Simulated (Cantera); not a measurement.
## Mg(OH)2 + H2 + H2O (calcination and drying)

Charge: 1 mol Mg(OH)2, 0.024 mol H2, 0.22 mol H2O, at 1.00 Torr.

Method: chemical equilibrium by Gibbs-energy minimisation in Cantera with the NASA 1993 tables (ideal gas, pure condensed phases). Candidate condensed phases: H2O, Mg, MgO, Mg(OH)2; 15 gas species. Equilibrium is a limit: real reactors are often held back by kinetics, nucleation or transport.

```csv
T (K),x H2O,x H2,x OH,x O2,x H,n MgO(s)
1198,0.981,0.0193,2.90e-7,2.88e-10,7.23e-7,1.00
1298,0.981,0.0193,2.68e-6,1.36e-8,4.08e-6,1.00
1398,0.981,0.0193,1.80e-5,3.72e-7,1.80e-5,1.00
1498,0.981,0.0193,9.42e-5,6.55e-6,6.54e-5,1.00
1598,0.980,0.0195,0.000398,7.91e-5,0.000204,1.000
1698,0.976,0.0210,0.00137,0.000631,0.000573,1.000
1798,0.965,0.0262,0.00378,0.00285,0.00156,1.000
1898,0.941,0.0374,0.00852,0.00780,0.00414,1.000
```
x: gas mole fraction; n: condensed amount in mol.

From 1198 K to 1898 K the condensed part is MgO(s).
